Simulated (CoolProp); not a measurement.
Propylene at 416.78 K and 2.93 MPa flows at 0.61 m/s in a round tube of 6 mm bore and 0.25 µm roughness, fully developed (64/Re and Nu = 3.66 if laminar; Colebrook and Gnielinski if turbulent). Each further row changes one setting.

Model: reference Helmholtz-energy equation of state, Lemmon 2013, in CoolProp.

| case | Reynolds number | Darcy friction factor | pressure drop (Pa/m) | heat-transfer coefficient (W/(m² K)) | mass flow (kg/h) |
|---|---|---|---|---|---|
| as stated | 11500 | 0.0298 | 38.9 | 215 | [?] |
| velocity 1.22 m/s | 23100 | 0.0251 | [?] | 376 | 5.23 |
| diameter 12 mm | 23100 | 0.0251 | [?] | 188 | 10.5 |

What belongs in the gaps?


- as stated, mass flow (kg/h): 2.61
- velocity 1.22 m/s, pressure drop (Pa/m): 131
- diameter 12 mm, pressure drop (Pa/m): 16.3

Viscosity comes from a separate model (Huber 2003), an estimate that may be off by 10 % or more. Thermal conductivity comes from a separate model (Huber 2003), an estimate that may be off by 10 % or more.
